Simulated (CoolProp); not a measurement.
p-xylene along the isobar 83.3 bar: Z from the reference equation and from simpler models built on Tc = 343.0 °C, pc = 35.32 bar, ω = 0.324; each cubic takes its own stable root.

Model: reference Helmholtz-energy equation of state, Zhou 2012, in CoolProp.

| T (°C) | phase | reference | van der Waals | Soave-Redlich-Kwong |
|---|---|---|---|---|
| 286.35 | liquid | 0.3120 | 0.4915 | 0.3624 |
| 290.65 | liquid | 0.3125 | 0.4907 | 0.3636 |
| 295.05 | liquid | 0.3132 | 0.4900 | 0.3650 |
| 299.35 | liquid | 0.3139 | 0.4893 | 0.3666 |
| 303.65 | liquid | 0.3148 | 0.4888 | 0.3683 |
| 307.95 | liquid | 0.3158 | 0.4883 | 0.3702 |
| 312.25 | liquid | 0.3169 | 0.4880 | 0.3723 |
| 316.65 | liquid | 0.3182 | 0.4877 | 0.3746 |
| 320.95 | liquid | 0.3196 | 0.4875 | 0.3771 |
| 325.25 | liquid | 0.3212 | 0.4873 | 0.3798 |
| 329.55 | liquid | 0.3230 | 0.4873 | 0.3827 |
| 333.85 | liquid | 0.3249 | 0.4874 | 0.3859 |
| 338.25 | liquid | 0.3271 | 0.4876 | 0.3894 |
| 342.55 | liquid | 0.3295 | 0.4878 | 0.3932 |
| 346.85 | supercritical | 0.3322 | 0.4882 | 0.3972 |
